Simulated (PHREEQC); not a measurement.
Make-up at 20 °C: 0.082 mol/kgw HCl, 5.9e-05 mol/kgw FeSO4 and 0.003 mol/kgw Na2SO4. Closed to the air; pH follows from the charge balance.

The numbers come from PHREEQC with the ion-association model, phreeqc.dat.

No solid was allowed to form.

Order these S species by the share of S that they hold, largest first: HSO4-, NaSO4-, SO4-2.

HSO4- (74 %), SO4-2 (26 %), NaSO4- (0.29 %)

Order these Fe species by the share of Fe that they hold, largest first: FeCl+, FeSO4, Fe+2, FeHSO4+.

Fe+2 (93 %), FeCl+ (4.3 %), FeSO4 (1.9 %), FeHSO4+ (1.1 %)

The pH is 1.18 and the ionic strength 0.0867 mol/kgw.
